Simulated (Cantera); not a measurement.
Cantera run:

```python
import numpy as np
import cantera as ct

gas_names = """
    CL CLO CL2 N NO NO2 NO3 N2 N2O O O2 O3 Si SiCL SiCL2 SiCL3 SiCL4 SiN SiO SiO2 Si2 Si2N Si3
""".split()
cond_names = """
    Si(cr) Si(L) SiO2(Lqz) SiO2(hqz) SiO2(L) Si2N2O(s) Si3N4(a)
""".split()


# ... load() reads the species with a 1 bar reference pressure and builds the phases ...
atoms = {
    'SiCl4': {'Si': 1, 'CL': 4},
    'NO': {'N': 1, 'O': 1},
}
top_T = {'Si2N2O(s)': 2100, 'Si3N4(a)': 2400}  # K; cautious upper limits of use, not melting points


# ... equilibrate(T, P, feed) seeds the gas with the atoms and calls Mixture.equilibrate('TP', solver="vcs", rtol=1e-11, max_steps=5000) ...
results = []
feed = {'SiCl4': 1, 'NO': 1.2}  # mol
T = 598.15  # K
P = 140  # Pa
mix = equilibrate(T, P, feed)
results.append((T, P, feed, dict(zip(mix.species_names, mix.species_moles))))
x = sorted(zip(gas.X, gas.species_names), reverse=True)
print(f"T = {T:g} K  P = {P:g} Pa  gas = {mix.phase_moles(0):.4g} mol")
print("   x: " + "  ".join(f"{s} {v:.3e}" for v, s in x if v > 1e-06))
print("   condensed (mol): " + ("  ".join(f"{mix.phase(i).name} {mix.phase_moles(i):.4g}"
      for i in range(1, mix.n_phases) if mix.phase_moles(i) > 1e-12) or "none"))
```

Result:

```
T = 598.15 K  P = 140 Pa  gas = 2.2 mol
   x: CL2 5.455e-01  N2 2.727e-01  SiCL4 1.818e-01
   condensed (mol): SiO2(Lqz) 0.6
```

Equilibrium computed with Cantera from the NASA thermochemical tables; the gas is ideal and each condensed phase is pure.
